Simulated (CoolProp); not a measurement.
Vapour-liquid equilibrium of R125 (1) + R143a (2) at 219.4 K; x and y are mole fractions of (1).

Computed with CoolProp (multi-fluid Helmholtz-energy mixture model, Lemmon 2005 and Lemmon and Jacobsen 2000; pair parameters Lemmon 2004).

```csv
x,"bubble pressure, mixture model (kPa)","bubble pressure, Raoult's law (kPa)","y, mixture model","y, Raoult's law"
0.05,73.16,73.76,0.044,0.052
0.2,72.03,74.13,0.188,0.205
0.35,71.45,74.50,0.345,0.357
0.5,71.49,74.87,0.508,0.508
0.65,72.18,75.24,0.669,0.657
0.8,73.50,75.60,0.821,0.805
0.95,75.37,75.97,0.958,0.952
```

The largest gap from Raoult's law is -4.5 % in bubble pressure, at x = 0.5. y crosses x between x = 0.35 and 0.5: the model has an azeotrope there.

Pair parameters are fitted to limited data, so mixtures are less certain than the pure fluids.
